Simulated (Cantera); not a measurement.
Thermodynamics of abatement and gas-phase synthesis, feed HCl + H2O + N2

Input: 1 mol HCl, 0.75 mol H2O, 0.18 mol N2, equilibrated at 1725 K and 2.00 mbar.

Cantera equilibrium calculation (NASA polynomials, part measured and part estimated; ideal gas, pure solids and liquids). Candidate condensed phases: H2O, NH4Cl; 29 gas species. The numbers say what is thermodynamically allowed, not how fast it happens.

```json
{
  "x(HCl)": "0.497",
  "x(H2O)": "0.383",
  "x(N2)": "0.0924",
  "x(Cl)": "0.0163",
  "x(H2)": "0.00958",
  "x(OH)": "0.000895",
  "x(O2)": "0.000539",
  "x(H)": "0.000407",
  "x(NO)": "5.53e-5",
  "gas_amount": "1.948 mol"
}
```
